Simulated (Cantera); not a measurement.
Feed: 1 mol CH3SiH3, 0.034 mol CH4, 65 mol H2, held at 1200 °C and 240 Pa.

Cantera equilibrium calculation (NASA polynomials, part measured and part estimated; ideal gas, pure solids and liquids). Candidate condensed phases: C, C6H6, C7H8, C8H18, Si, SiC; 87 gas species. The feed counts by its element totals alone. The numbers say what is thermodynamically allowed, not how fast it happens.

Base state: H2 1.000, H 0.000258 (mole fractions); condensed: C(graphite) + SiC(s).

Question: What changes in the equilibrium state with this change: 0.93 mol O2 added?

Answer: 
```
species             before     after
----------------  --------  --------
H2                   1.000     0.973
CO                       0    0.0135
SiO                      0    0.0131
H                 0.000258  0.000255
C(graphite), mol    0.0326         0
SiC(s), mol          1.000    0.0870
```
Further candidate phases: H2O, SiO2.
